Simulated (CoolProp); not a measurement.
Vapour-liquid equilibrium of hydrogen sulfide (1) + propane (2) at 276 K; x and y are mole fractions of (1).

Values from CoolProp's multi-fluid Helmholtz-energy mixture model, Lemmon 2006 and Lemmon 2009; pair parameters Kunz 2012.

```tsv
x	bubble pressure, mixture model (MPa)	bubble pressure, Raoult's law (MPa)	y, mixture model	y, Raoult's law
0.05	0.6197	0.5473	0.185	0.102
0.125	0.7480	0.5927	0.354	0.237
0.2	0.8506	0.6380	0.460	0.352
0.275	0.9324	0.6833	0.533	0.451
0.35	0.9976	0.7286	0.589	0.539
0.425	1.049	0.7740	0.633	0.616
0.5	1.090	0.8193	0.672	0.684
0.575	___	0.8646	0.706	0.746
0.65	___	0.9100	0.739	0.801
0.725	1.164	0.9553	0.773	0.851
0.8	___	1.001	0.812	0.897
0.875	1.172	1.046	0.862	0.938
0.95	1.152	1.091	0.932	0.976
```

Q: Complete the blanks.

A: 
- 0.575, bubble pressure, mixture model (MPa): 1.122
- 0.65, bubble pressure, mixture model (MPa): 1.147
- 0.8, bubble pressure, mixture model (MPa): 1.173

The largest gap from Raoult's law is +36.9 % in bubble pressure, at x = 0.35. y crosses x between x = 0.8 and 0.875: the model has an azeotrope there.

The pair parameters rest on a limited set of measurements; away from them the model extrapolates.
